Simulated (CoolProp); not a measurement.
The fluid at 354.92 K and 0.103 MPa expands adiabatically to 0.0189 MPa with isentropic efficiency 0.9. The same conditions are run with several fluids, on thermodynamics alone (safety and materials aside).

Computed with CoolProp (reference Helmholtz-energy equation of state of each fluid (methane: Setzmann 1991; n-pentane: Thol 2019; R115: Lemmon 2016; CF4 (R14): Platzer 1990; methanol: de Reuck 1993)). The equations of Platzer and Polt are older, rougher fits.

Problem. Rank methane, n-pentane, R115, CF4 (R14), methanol by work (kJ/kg), highest first.

Solution. methane (233), methanol (122), n-pentane (58.2), CF4 (R14) (45.9), R115 (27.3)

| fluid | final temperature (K) | final phase | final density (kg/m³) |
|---|---|---|---|
| methane | 251.1 | gas | 0.145 |
| n-pentane | 321.7 | gas | 0.513 |
| R115 | 318.5 | gas | 1.11 |
| CF4 (R14) | 291.7 | gas | 0.686 |
| methanol | 300.2 | two-phase, vapour fraction 0.967 | 0.257 |
